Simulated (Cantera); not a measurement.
Feed: 1 mol Ta(OEt)₅, 0.18 mol CO₂, 14 mol H₂, equilibrated at 1.33 mbar.

Cantera equilibrium calculation (NASA polynomials, part measured and part estimated; ideal gas, pure solids and liquids). Candidate condensed phases: C, C₆H₆, C₇H₈, C₈H₁₈, H₂O, Ta, TaC, Ta₂O₅; 113 gas species. The feed counts by its element totals alone. TaC: taken at fixed stoichiometry. Condensed phases not in the tables: Ta₂C. Rates play no part.

Problem. At 1150 K, list the 3 most abundant gas species with their mole fractions, and the condensed phases.

Solution. H₂ 0.832, CO 0.168, CH₄ 2.16e-5. Condensed: C(graphite) + TaC(s).
